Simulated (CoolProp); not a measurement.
Model: reference Helmholtz-energy equation of state, Thol 2016, in CoolProp.

Problem. Give the vapour pressure (MPa), liquid density (kg/m³), vapour density (kg/m³) of saturated hexamethyldisiloxane (MM) at 211.55 °C.

Solution. 
| T (°C) | p (MPa) | liquid density (kg/m³) | vapour density (kg/m³) |
|---|---|---|---|
| 211.55 | 1.12 | 497 | 70.9 |
